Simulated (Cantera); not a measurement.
Equilibrium for abatement and gas-phase synthesis: NH3 + SO2

A closed system holds: 1 mol NH3, a varied amount of SO2, held at 2375 K and 1 atm.

Method: chemical equilibrium by Gibbs-energy minimisation in Cantera with the NASA 1993 tables (ideal gas, pure condensed phases). Candidate condensed phases: H2O, H2SO4, S; 35 gas species. Equilibrium is a limit: real reactors are often held back by kinetics, nucleation or transport.

From 0.0092 mol SO2 to 0.42 mol SO2 nothing is condensed.

| n(SO2) (mol) | x H2 | x H2O | x N2 | x S2 | x SO2 | x SO | x H2S | x SH | x H |
|---|---|---|---|---|---|---|---|---|---|
| 0.0092 | 0.726 | 0.00909 | 0.248 | 0.000163 | 2.75e-7 | 1.81e-5 | 0.00234 | 0.00157 | 0.0119 |
| 0.016 | 0.717 | 0.0158 | 0.248 | 0.000453 | 1.41e-6 | 5.31e-5 | 0.00384 | 0.00259 | 0.0119 |
| 0.027 | 0.702 | 0.0265 | 0.247 | 0.00115 | 6.62e-6 | 0.000145 | 0.00598 | 0.00408 | 0.0117 |
| 0.047 | 0.676 | 0.0457 | 0.247 | 0.00291 | 3.39e-5 | 0.000414 | 0.00917 | 0.00638 | 0.0115 |
| 0.081 | 0.633 | 0.0776 | 0.245 | 0.00681 | 0.000170 | 0.00115 | 0.0132 | 0.00945 | 0.0111 |
| 0.14 | 0.565 | 0.130 | 0.241 | 0.0149 | 0.000884 | 0.00318 | 0.0174 | 0.0132 | 0.0105 |
| 0.24 | 0.465 | 0.207 | 0.235 | 0.0291 | 0.00463 | 0.00860 | 0.0199 | 0.0167 | 0.00955 |
| 0.42 | 0.333 | 0.299 | 0.221 | 0.0480 | 0.0243 | 0.0223 | 0.0184 | 0.0182 | 0.00808 |
x: gas mole fraction; nothing condenses.
